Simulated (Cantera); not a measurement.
A Cantera script and what it prints.

```python
import numpy as np
import cantera as ct

gas_names = """
    CL CL2 H HCL H2 N NH NH2 NH3 N2 N2H2 N2H4 Si SiCL SiCL2 SiCL3 SiCL4 SiH SiHCL3 SiH2 SiH2CL2 SiH3
    SiH3CL SiH4 SiN Si2 Si2N Si3
""".split()
cond_names = """
    NH4CL(a) NH4CL(b) Si(cr) Si(L) Si3N4(a)
""".split()


# ... load() reads the species with a 1 bar reference pressure and builds the phases ...
atoms = {
    'SiH2Cl2': {'Si': 1, 'H': 2, 'CL': 2},
    'HCl': {'H': 1, 'CL': 1},
    'N2': {'N': 2},
}
top_T = {'Si3N4(a)': 2400}  # K; cautious upper limits of use, not melting points


# ... equilibrate(T, P, feed) seeds the gas with the atoms and calls Mixture.equilibrate('TP', solver="vcs", rtol=1e-11, max_steps=5000) ...
results = []
feed = {'SiH2Cl2': 1, 'HCl': 0.06, 'N2': 6.4}  # mol
P = 590  # Pa
for T in [1375, 1425, 1475, 1525, 1575, 1625, 1675, 1725]:
    mix = equilibrate(T, P, feed)
    results.append((T, P, feed, dict(zip(mix.species_names, mix.species_moles))))

top = {s: max(r[3][s] / sum(r[3][g] for g in gas_names) for r in results) for s in gas_names}
cols = sorted((s for s in top if top[s] > 0.0001), key=lambda s: -top[s])[:7]
seen = [c for c in cond_names if any(r[3].get(c, 0) > 1e-12 for r in results)]
print("log10 of partial pressures in bar; condensed amounts in mol")
print(f"{'T/K':>10s}" + "".join(f"{s[:9]:>10s}" for s in cols + seen))
for T, P, feed, n in results:
    ng = sum(n[g] for g in gas_names)
    print(f"{T:10.4g}" + "".join(f"{np.log10(max(n[s] / ng * P / 1e5, 1e-99)):10.3f}" for s in cols)
          + "".join(f"{n.get(c, 0):10.4g}" for c in seen))
```

Result:

```
log10 of partial pressures in bar; condensed amounts in mol
       T/K        N2       HCL        H2     SiCL2     SiCL4     SiCL3         H  Si3N4(a)
      1375    -2.354    -2.992    -3.579    -4.038    -4.224    -4.462    -7.254    0.2504
      1425    -2.354    -3.021    -3.538    -3.788    -4.462    -4.423    -6.935    0.2276
      1475    -2.355    -3.067    -3.483    -3.611    -4.795    -4.468    -6.628    0.1994
      1525    -2.355    -3.127    -3.423    -3.489    -5.192    -4.577    -6.338    0.1698
      1575    -2.354    -3.199    -3.369    -3.405    -5.621    -4.722    -6.066    0.1417
      1625    -2.354    -3.277    -3.324    -3.344    -6.059    -4.884    -5.813    0.1163
      1675    -2.353    -3.361    -3.288    -3.299    -6.495    -5.056    -5.579   0.09424
      1725    -2.353    -3.446    -3.260    -3.267    -6.922    -5.230    -5.361    0.0753
```

Cantera equilibrium calculation (NASA polynomials, part measured and part estimated; ideal gas, pure solids and liquids). N2 is the only nitrogen source here; it is nearly inert below about 1500 K, so the nitride shown seldom forms there in practice. The tables' values for SiCl3, SiCl are old estimates; treat these amounts as uncertain.
